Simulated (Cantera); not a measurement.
A perfectly stirred reactor is fed with 87.7 % NO, 12.3 % N2, at 0.0350 bar; it is held at 2023 K, and followed from long to short residence time.

Model: GRI-Mech 3.0 (53 species, 325 reactions), integrated in Cantera. Radical loss at walls, strong at low pressure, is not modelled.

Task: Predict: x(NO) at τ = 6.30 s; x(N2O) at τ = 6.30 s; x(O2) at τ = 6.30 s; x(O) at τ = 6.30 s; x(NO2) at τ = 6.30 s; x(NO) at τ = 78.0 ms; x(N2O) at τ = 78.0 ms; x(O2) at τ = 78.0 ms; x(O) at τ = 78.0 ms; x(NO2) at τ = 78.0 ms.

Result: 
- x(NO) at τ = 6.30 s: 0.328
- x(N2O) at τ = 6.30 s: 2.72e-5
- x(O2) at τ = 6.30 s: 0.273
- x(O) at τ = 6.30 s: 0.00229
- x(NO2) at τ = 6.30 s: 0.000115
- x(NO) at τ = 78.0 ms: 0.866
- x(N2O) at τ = 78.0 ms: 0.000257
- x(O2) at τ = 78.0 ms: 0.00477
- x(O) at τ = 78.0 ms: 0.000683
- x(NO2) at τ = 78.0 ms: 5.63e-5
